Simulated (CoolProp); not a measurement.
Properties of CH2F2 (R32) along the isotherm 117.55 °C.

Model: reference Helmholtz-energy equation of state, Tillner-Roth 1997, in CoolProp.

```
p (MPa)  phase  density (kg/m³)  cp (kJ/(kg K))  speed of sound (m/s)  conductivity (mW/(m K))  fugacity coefficient
-------  -----  ---------------  --------------  --------------------  -----------------------  --------------------
0.00914    gas           0.1464          0.9726                 273.3                     21.7                0.9996
0.0173     gas           0.2773          0.9731                 273.2                     21.7                0.9992
0.0329     gas           0.5277          0.9741                 273.1                     21.8                0.9985
0.0623     gas            1.001          0.9759                 272.9                     21.8                0.9972
0.118      gas            1.900          0.9795                 272.5                     21.9                0.9946
0.224      gas            3.625          0.9864                 271.6                     22.0                0.9898
0.424      gas            6.926          0.9997                 270.1                     22.3                0.9807
0.805      gas            13.39           1.026                 267.1                     22.8                0.9636
1.53       gas            26.40           1.083                 261.3                     23.9                0.9315
2.89       gas            53.81           1.214                 250.1                     26.0                0.8730
```

Thermal conductivity comes from a separate model (Huber 2003), an estimate that may be off by 10 % or more.
